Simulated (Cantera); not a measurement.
A freely propagating, adiabatic, planar premixed flame of 38.2 % CO, 1.26 % H₂, 13.1 % O₂, 47.4 % N₂, unburnt at 450 K and 0.133 bar; unity-Lewis-number transport, grid criteria slope 0.08 and curve 0.16, no radiation.

Cantera simulation using GRI-Mech 3.0 (53 species, 325 reactions); the numbers are that mechanism's predictions, not measurements. Unity Lewis numbers drop preferential diffusion, which matters most where H2 and H carry the flame. Burning velocities carry a grid error of a few per cent, more on coarse grids.

Q: Predict: laminar burning velocity; thermal thickness; peak x(O); peak x(H).

A: 
```json
{
 "laminar_burning_velocity": "55.2 cm/s",
 "thermal_thickness": "8.29 mm",
 "peak x(O)": "0.0339",
 "peak x(H)": "0.0208"
}
```
